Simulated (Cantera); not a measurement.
What does this Cantera script print?

```python
import numpy as np
import cantera as ct

gas = ct.Solution("gri30.yaml")
gas.TPX = 2100, 310000, {'CH4': 0.16, 'H2O': 3.1}
reactor = ct.IdealGasConstPressureReactor(gas, energy="off", clone=False)
net = ct.ReactorNet([reactor])
net.rtol, net.atol = 1e-08, 1e-18
show = ['CH4', 'H2O', 'CH2', 'CO2', 'CH2CO', 'CH2O']
times = np.geomspace(2e-06, 2, 10)

steps = ct.SolutionArray(gas, extra=["t"])
rows = []
print(f"{'t/s':>10s}{'T/K':>9s}{'P/Pa':>11s}" + "".join(f"{s:>11s}" for s in show))
for t in times:
    while net.time < t:
        t_next = net.step()
        steps.append(gas.state, t=t_next)
    rows.append([np.interp(t, steps.t, y) for y in (steps.T, steps.P, *steps(*show).X.T)])
    print(f"{t:10.3e}{rows[-1][0]:9.1f}{rows[-1][1]:11.4g}" + "".join(f"{x:11.3e}" for x in rows[-1][2:]))
rate = np.gradient(steps.T, steps.t)
print("integrator steps:", len(steps.t))
if steps.T.max() > steps.T[0] + 200:
    print(f"time of steepest temperature rise: {steps.t[rate.argmax()]:.4e} s")
gas.TPX = 2100, 310000, {'CH4': 0.16, 'H2O': 3.1}
gas.equilibrate("TP")
print(f"equilibrium (TP): T = {gas.T:.1f} K  " + "  ".join(f"{s} {gas[s].X[0]:.3e}" for s in show))
```

Output:

```
       t/s      T/K       P/Pa        CH4        H2O        CH2        CO2      CH2CO       CH2O
 2.000e-06   2100.0    3.1e+05  4.669e-02  9.493e-01  6.052e-06  4.292e-09  2.703e-09  3.039e-05
 9.283e-06   2100.0    3.1e+05  3.595e-02  9.387e-01  2.828e-05  2.161e-05  7.583e-06  4.448e-04
 4.309e-05   2100.0    3.1e+05  1.569e-02  8.996e-01  1.344e-05  1.268e-03  8.281e-05  1.669e-04
 2.000e-04   2100.0    3.1e+05  4.730e-03  8.471e-01  4.169e-06  1.059e-02  5.002e-05  3.650e-05
 9.283e-04   2100.0    3.1e+05  7.245e-04  8.022e-01  3.971e-07  2.185e-02  2.879e-06  3.563e-06
 4.309e-03   2100.0    3.1e+05  4.854e-09  7.976e-01  2.403e-12  2.269e-02  5.775e-12  4.334e-09
 2.000e-02   2100.0    3.1e+05  2.298e-11  7.976e-01  1.250e-14  2.269e-02  1.889e-15  4.311e-09
 9.283e-02   2100.0    3.1e+05  2.298e-11  7.976e-01  1.250e-14  2.269e-02  1.889e-15  4.311e-09
 4.309e-01   2100.0    3.1e+05  2.298e-11  7.976e-01  1.250e-14  2.269e-02  1.889e-15  4.311e-09
 2.000e+00   2100.0    3.1e+05  2.298e-11  7.976e-01  1.250e-14  2.269e-02  1.889e-15  4.311e-09
integrator steps: 1269
equilibrium (TP): T = 2100.0 K  CH4 2.648e-11  H2O 7.976e-01  CH2 1.428e-14  CO2 2.269e-02  CH2CO 2.159e-15  CH2O 4.311e-09
```

Model: GRI-Mech 3.0 (53 species, 325 reactions), integrated in Cantera.
